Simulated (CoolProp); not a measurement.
Properties of R134a along the isobar 0.339 MPa (Tc = 101.1 °C, pc = 4.059 MPa, ω = 0.327).

The numbers come from the reference Helmholtz-energy equation of state, Tillner-Roth 1994 in CoolProp.

| T (°C) | phase | density (kg/m³) | cp (kJ/(kg K)) | Joule-Thomson coefficient (K/MPa) | viscosity (µPa s) | conductivity (mW/(m K)) |
|---|---|---|---|---|---|---|
| -51.75 | liquid | 1452 | 1.235 | -0.3183 | 570 | 117 |
| -35.15 | liquid | 1404 | 1.263 | -0.2841 | 434 | 108 |
| -18.55 | liquid | 1354 | 1.295 | -0.2394 | 341 | 101 |
| -1.95 | liquid | 1301 | 1.335 | -0.1785 | 274 | 92.9 |
| 14.65 | gas | 15.76 | 0.9035 | 26.47 | 11.3 | 12.7 |
| 31.25 | gas | 14.64 | 0.9068 | 21.11 | 12.0 | 14.0 |
| 47.85 | gas | 13.70 | 0.9208 | 17.35 | 12.7 | 15.3 |
| 64.45 | gas | 12.90 | 0.9392 | 14.53 | 13.3 | 16.6 |

Viscosity comes from a separate model (Huber 2003), an estimate that may be off by 10 % or more. Thermal conductivity comes from a separate model (McLinden 2000), an estimate that may be off by 10 % or more.
